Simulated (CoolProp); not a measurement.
Values from CoolProp's reference Helmholtz-energy equation of state, Thol 2019.

Task: For n-hexane, give the phase and the speed of sound (m/s), isothermal compressibility (1/MPa) at 307.6 K and 1 MPa; 338.9 K and 1 MPa; 354.5 K and 1 MPa.

Result: 
- 307.6 K and 1 MPa: liquid; speed of sound 1040, isothermal compressibility 0.00183
- 338.9 K and 1 MPa: liquid; speed of sound 906, isothermal compressibility 0.00253
- 354.5 K and 1 MPa: liquid; speed of sound 838, isothermal compressibility 0.00303
